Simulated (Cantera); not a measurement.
Charge: 1 mol CCl₄, 4.3 mol H₂, held at 2300 K and 2.40 Pa.

Equilibrium computed with Cantera from the NASA thermochemical tables; the gas is ideal and each condensed phase is pure. Candidate condensed phases: C, C₆H₆, C₇H₈, C₈H₁₈; 91 gas species. Kinetics and transport are ignored.

Base state: H 0.557, Cl 0.302, H₂ 0.0796, HCl 0.0598, C₃ 0.000697, C 0.000349, C₂H₂ (acetylene) 0.000344, C₂H 0.000109 (mole fractions); condensed: C(graphite).

Question: What changes in the equilibrium state with this change: temperature from 2300 K to 2325 K?

Answer: 
```json
[
 {"species": "H", "before": "0.557", "after": "0.578"},
 {"species": "Cl", "before": "0.302", "after": "0.305"},
 {"species": "H₂", "before": "0.0796", "after": "0.0663"},
 {"species": "HCl", "before": "0.0598", "after": "0.0486"},
 {"species": "C₂", "before": "6.19e-5", "after": "9.82e-5"},
 {"species": "C₃", "before": "0.000697", "after": "0.00110"},
 {"species": "C(graphite), mol", "before": "0.961", "after": "0.944"}
]
```
